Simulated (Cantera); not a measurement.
Charge: 1 mol SiHCl3, 19 mol N2, held at 1200 K and 690 Pa.

Equilibrium computed with Cantera from the NASA thermochemical tables; the gas is ideal and each condensed phase is pure. Candidate condensed phases: NH4Cl, Si, Si3N4; 28 gas species. N2 is the only nitrogen source here; it is nearly inert below about 1500 K, so the nitride shown seldom forms there in practice. The tables' values for SiCl3 are old estimates; treat these amounts as uncertain. Equilibrium is a limit: real reactors are often held back by kinetics, nucleation or transport.

Base state: N2 0.926, HCl 0.0450, SiCl4 0.0247, H2 0.00228, SiCl3 0.00126, SiCl2 0.000567, SiHCl3 3.40e-5 (mole fractions); condensed: Si3N4(s).

Problem. What changes in the equilibrium state with this change: temperature from 1200 K to 1973 K?

Solution. 
| species | before | after |
|---|---|---|
| N2 | 0.926 | 0.901 |
| SiCl2 | 0.000567 | 0.0462 |
| HCl | 0.0450 | 0.0394 |
| SiCl4 | 0.0247 | 1.08e-5 |
| SiCl | <1e-9 | 0.000362 |
| Si | <1e-9 | 0.000193 |
| Si3N4(s), mol | 0.155 | 0 |
The tables' values for SiCl3, SiCl are old estimates; treat these amounts as uncertain.

Problem. What changes in the equilibrium state with this change: N2 from 19 to 0.73 mol?

Solution. 
```csv
species,before,after
HCl,0.0450,0.380
SiCl4,0.0247,0.292
N2,0.926,0.238
H2,0.00228,0.0743
SiCl3,0.00126,0.0101
SiHCl3,3.40e-5,0.00156
SiCl2,0.000567,0.00307
"Si3N4(s), mol",0.155,0.140
```

Problem. What changes in the equilibrium state with this change: N2 from 19 to 39 mol?

Solution. 
```json
[
 {"species": "N2", "before": "0.926", "after": "0.963"},
 {"species": "HCl", "before": "0.0450", "after": "0.0232"},
 {"species": "SiCl4", "before": "0.0247", "after": "0.0121"},
 {"species": "SiHCl3", "before": "3.40e-5", "after": "1.21e-5"},
 {"species": "H2", "before": "0.00228", "after": "0.000852"},
 {"species": "SiCl3", "before": "0.00126", "after": "0.000736"},
 {"species": "Si3N4(s), mol", "before": "0.155", "after": "0.156"}
]
```
